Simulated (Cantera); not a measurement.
Cantera run, input and output.

```python
import numpy as np
import cantera as ct

surf = ct.Interface("diamond.yaml", "diamond_100")
gas, bulk = surf.adjacent["gas"], surf.adjacent["diamond"]
k = surf.kinetics_species_index(bulk.species_names[0])
cover = ["c6HH", "c6H*", "c6*H", "c6**", "c6HM", "c6B"]

rows, drift = [], 0.0
print(f"{'xH':>10s}{'um/h':>11s}" + "".join(f"{s:>11s}" for s in cover))
for v in [0.0001, 0.00021, 0.00045, 0.00095, 0.002, 0.0043, 0.009, 0.019, 0.04]:
    T, P, xH, xCH3 = 1275, 5600, v, 0.00017
    gas.TPX = T, P, {"H": xH, "CH3": xCH3, "CH4": 0.023, "H2": 1 - xH - xCH3 - 0.023}
    surf.TP = bulk.TP = T, P
    surf.coverages = "c6H*:0.1, c6HH:0.9"
    surf.advance_coverages(100.0)
    before = surf.coverages
    surf.advance_coverages(100.0)
    drift = max(drift, np.max(np.abs(surf.coverages - before) / (surf.coverages + 1e-9)))
    rate = surf.net_production_rates[k] * bulk.mean_molecular_weight / bulk.density * 3.6e9
    rows.append([rate, *surf[cover].coverages])
    print(f"{v:10.4g}{rate:11.4e}" + "".join(f"{x:11.3e}" for x in rows[-1][1:]))
```

Result:

```
        xH       um/h       c6HH       c6H*       c6*H       c6**       c6HM        c6B
    0.0001 7.8708e-02  6.458e-01  2.862e-02  3.191e-01  4.325e-03  3.052e-04  2.136e-10
   0.00021 2.3097e-01  5.475e-01  3.621e-02  4.037e-01  9.659e-03  4.162e-04  6.267e-10
   0.00045 5.1448e-01  4.762e-01  4.139e-02  4.615e-01  1.774e-02  5.278e-04  1.396e-09
   0.00095 8.9851e-01  4.344e-01  4.416e-02  4.923e-01  2.638e-02  6.194e-04  2.438e-09
     0.002 1.3763e+00  4.116e-01  4.551e-02  5.071e-01  3.347e-02  6.760e-04  3.735e-09
    0.0043 2.0570e+00  3.997e-01  4.616e-02  5.141e-01  3.823e-02  6.870e-04  5.582e-09
     0.009 3.0826e+00  3.941e-01  4.650e-02  5.172e-01  4.083e-02  6.467e-04  8.365e-09
     0.019 4.6653e+00  3.913e-01  4.675e-02  5.186e-01  4.223e-02  5.529e-04  1.266e-08
      0.04 6.7265e+00  3.900e-01  4.707e-02  5.191e-01  4.299e-02  4.179e-04  1.825e-08
```

Computed with Cantera and the Harris–Goodwin 1993 mechanism for the reconstructed diamond (100) surface.
